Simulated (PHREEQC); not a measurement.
Solution (10 °C): 0.016 mol/kgw Al2(SO4)3, 0.00061 mol/kgw CaCl2 and 0.037 mol/kgw Na2SO4. Closed to the air; pH follows from the charge balance.

Equilibrium calculation in PHREEQC: ion-association model, phreeqc.dat.

This is a speciation only: nothing precipitates in the calculation.

### Question
Order these S species by the share of S that they hold, largest first: NaSO4-, SO4-2, AlSO4+, Al(SO4)2-, CaSO4.

### Answer
SO4-2 (50 %), AlSO4+ (24 %), Al(SO4)2- (20 %), NaSO4- (5.2 %), CaSO4 (0.31 %)

The pH is 4.37 and the ionic strength 0.151 mol/kgw. Saturation is exceeded, for instance for Gibbsite (slow to form); the values hold only as long as no solid forms. Species that the database lacks are ignored. Away from 25 °C the constants follow the database's enthalpies or fits; those with neither stay at their 25 °C values.
